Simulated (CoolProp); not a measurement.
A single-stage vapour-compression cycle with chlorine: evaporating at 200.15 K (dew point), condensing at 250.15 K (bubble point), superheat 2 K, subcooling 2 K, compressor efficiency 0.9, no pressure losses. Each further row changes one setting.

The numbers come from the reference Helmholtz-energy equation of state, Thol 2021 in CoolProp.

```csv
case,cooling COP,pressure ratio,discharge temperature (K),refrigerating effect (kJ/kg),volumetric capacity (kJ/m³)
as stated,2.80,13.0,401.4,264,138
evaporating temperature 205.15 K,3.29,…,378.7,266,187
condensing temperature 245.15 K,3.18,10.6,…,268,141
subcooling 7 K,2.85,13.0,401.4,268,141
superheat 12 K,2.72,13.0,419.2,268,134
compressor efficiency 0.8,…,13.0,…,264,138
```

Question: What belongs in the gaps?

Answer: 
- evaporating temperature 205.15 K, pressure ratio: 9.42
- condensing temperature 245.15 K, discharge temperature (K): 381.4
- compressor efficiency 0.8, cooling COP: 2.48
- compressor efficiency 0.8, discharge temperature (K): 424.7
